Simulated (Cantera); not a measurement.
Charge: 1 mol Si, 4.8 mol H₂, at 1423.15 K and 100 Torr.

These are equilibrium values from Cantera (NASA tables, ideal gas, pure condensed phases), not measurements of a reactor. Candidate condensed phases: Si; 9 gas species. Kinetics and transport are ignored.

Task: What is the equilibrium state?

Result: 
| Property | Result |
|---|---|
| x(H₂) | 1.000 |
| x(H) | 1.82e-5 |
| n(Si(s)) | 1.000 mol |
| gas amount | 4.800 mol |
